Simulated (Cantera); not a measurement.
A perfectly stirred reactor is fed with CH4 : N2 = 1 : 38 (molar parts), at 0.000849 atm; it is held at 1350 K, and followed from long to short residence time.

Computed with Cantera and GRI-Mech 3.0 (53 species, 325 reactions). GRI-Mech 3.0 stops at C3 and has no aromatics, soot or wall deposition, so with more carbon than oxygen in the feed, carbon stays in small species such as C2H2 where larger ones or solid carbon would form. Radical loss at walls, strong at low pressure, is not modelled.

Task: What does this change do: temperature 1350 to 1625 K?

Result: 
| quantity | before | after |
|---|---|---|
| x(CH4) at τ = 28.0 s | 0.0256 | 0.0101 |
| x(H) at τ = 28.0 s | 4.87e-9 | 3.18e-5 |
| x(C2H2) at τ = 28.0 s | 2.15e-6 | 0.00726 |
| x(CH2) at τ = 28.0 s | 2.48e-10 | 2.92e-7 |
| x(C2H) at τ = 28.0 s | <1e-12 | 3.97e-8 |
| x(CH4) at τ = 25.0 ms | 0.0256 | 0.0256 |
| x(H) at τ = 25.0 ms | 8.25e-10 | 1.19e-7 |
| x(C2H2) at τ = 25.0 ms | <1e-12 | 1.45e-11 |
| x(CH2) at τ = 25.0 ms | <1e-12 | 4.65e-11 |
| x(C2H) at τ = 25.0 ms | <1e-12 | <1e-12 |
